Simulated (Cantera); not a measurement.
Charge: 1 mol Fe, 2.1 mol H₂O, 0.42 mol O₂, 0.085 mol Cl₂, equilibrated at 240 Torr.

Equilibrium computed with Cantera from the NASA thermochemical tables; the gas is ideal and each condensed phase is pure. Candidate condensed phases: Fe, FeCl₂, FeCl₃, FeO, Fe(OH)₂, Fe(OH)₃, Fe₂O₃, Fe₃O₄, H₂O; 22 gas species. The tables' stoichiometric FeO is somewhat more stable than real wüstite, so its field is too wide. FeO: taken at fixed stoichiometry. The numbers say what is thermodynamically allowed, not how fast it happens. All values below are at 1352 °C.

Base state: H₂O 0.890, HCl 0.0727, H₂ 0.0343, FeCl₂ 0.00255, Fe(OH)₂ 4.16e-5, Cl 3.85e-5, OH 2.52e-5, H 2.31e-5 (mole fractions); condensed: FeO(s).

### Question
What changes in the equilibrium state with this change: Fe replaced by Fe₂O₃?

### Answer
| species | before | after |
|---|---|---|
| H₂O | 0.890 | 0.716 |
| O₂ | 1.65e-7 | 0.223 |
| HCl | 0.0727 | 0.0586 |
| H₂ | 0.0343 | 2.38e-5 |
| FeCl₂ | 0.00255 | 0.000264 |
| O | 1.40e-8 | 1.62e-5 |
| Cl₂ | 2.93e-8 | 2.76e-5 |
| H | 2.31e-5 | 6.08e-7 |
| FeO(s), mol | 0.994 | 0 |
| Fe₃O₄(s), mol | 0 | 0.666 |
